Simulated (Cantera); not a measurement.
**Abatement and gas-phase synthesis: HBr + O2**

Feed: 1 mol HBr, a varied amount of O2, at 1398 K and 1.00 bar.

Equilibrium computed with Cantera from the NASA thermochemical tables; the gas is ideal and each condensed phase is pure. Candidate condensed phases: Br2, H2O; 12 gas species. Equilibrium is a limit: real reactors are often held back by kinetics, nucleation or transport.

```csv
n(O2) (mol),x O2,x H2O,x HBr,x Br2,x Br,x OH
0.17,0.000512,0.324,0.308,0.280,0.0884,1.21e-5
0.52,0.217,0.334,0.0701,0.289,0.0899,5.56e-5
0.87,0.375,0.268,0.0487,0.228,0.0799,5.71e-5
1.2,0.474,0.225,0.0383,0.189,0.0727,5.55e-5
1.6,0.559,0.189,0.0305,0.156,0.0660,5.30e-5
1.9,0.606,0.168,0.0265,0.137,0.0620,5.10e-5
2.3,0.655,0.147,0.0226,0.118,0.0575,4.86e-5
2.6,0.684,0.134,0.0203,0.107,0.0547,4.70e-5
3,0.716,0.120,0.0179,0.0947,0.0515,4.50e-5
3.3,0.736,0.112,0.0164,0.0870,0.0493,4.36e-5
```
x: gas mole fraction; nothing condenses.

From 0.17 mol O2 to 3.3 mol O2 nothing is condensed.
